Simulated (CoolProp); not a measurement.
The numbers come from the reference Helmholtz-energy equation of state, Lemmon 2006 in CoolProp. It is a short technical equation, of lower accuracy than the large ones.

For acetone, give the phase and the density (kg/m³), Joule-Thomson coefficient (K/MPa), isothermal compressibility (1/MPa), expansivity (1/kK) at 477 K and 4.12 MPa.


- 477 K and 4.12 MPa: liquid; density 521, Joule-Thomson coefficient 0.958, isothermal compressibility 0.0220, expansivity 5.45
